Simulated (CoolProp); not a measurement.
Computed with CoolProp (reference Helmholtz-energy equation of state, Smukala 2000).

Question: For ethylene, give the phase and the cp (kJ/(kg K)), cv (kJ/(kg K)) at 113.6 K and 171 bar; 323.2 K and 0.164 bar.

Answer: 
- 113.6 K and 171 bar: liquid; cp 2.41, cv 1.59
- 323.2 K and 0.164 bar: gas; cp 1.62, cv 1.32
